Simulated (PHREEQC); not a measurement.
TMAH is added in steps, without added water, to 1 kg of water holding 0.11 mol KH2PO4 and 0.00066 mol Na2B4O7, at 52 °C. O2 is buffered at 0.21 atm. No CO2 enters from the air. Precipitation was switched off in this run.

Base run: PHREEQC, ion-association model, wateq4f.dat. Each further column changes one thing. The table gives H2BO3- (mol/kgw).

```
TMAH added (mol)     base  metal-ligand complexes left out  database phreeqc.dat  all activity coefficients set to 1  Davies equation for every ion
----------------  -------  -------------------------------  --------------------  ----------------------------------  -----------------------------
0                 2.80e-7                          2.97e-7                     ?                             3.71e-7                        2.64e-7
0.014             3.15e-6                          3.35e-6               2.94e-6                             4.46e-6                        2.96e-6
0.028             6.96e-6                          7.38e-6                     ?                             1.00e-5                        6.54e-6
0.049             1.59e-5                          1.67e-5               1.44e-5                                   ?                        1.49e-5
0.063             2.62e-5                          2.75e-5               2.35e-5                                   ?                              ?
0.077             4.53e-5                          4.75e-5               4.02e-5                             6.73e-5                        4.28e-5
0.091             9.30e-5                          9.72e-5               8.19e-5                            0.000138                        8.84e-5
0.112             0.00210                                ?               0.00195                             0.00234                        0.00210
0.126             0.00258                          0.00257               0.00254                             0.00261                        0.00258
0.14              0.00261                          0.00260                     ?                             0.00262                        0.00261
```

**Question.** Fill in the missing entries.

**Answer.** 
- 0, database phreeqc.dat: 2.65e-7
- 0.028, database phreeqc.dat: 6.43e-6
- 0.049, all activity coefficients set to 1: 2.33e-5
- 0.063, all activity coefficients set to 1: 3.87e-5
- 0.063, Davies equation for every ion: 2.47e-5
- 0.112, metal-ligand complexes left out: 0.00209
- 0.14, database phreeqc.dat: 0.00259

(CH3)4N+ isn't in the database: it is added as a free cation with an ion size of 4 Å. H3PO4, which wateq4f.dat lacks, is added to it with the constant of phreeqc.dat. At this temperature some constants are extrapolated from 25 °C, and those without enthalpy data are left unchanged. phreeqc.dat and wateq4f.dat share most of their constants, so their agreement is no independent check.
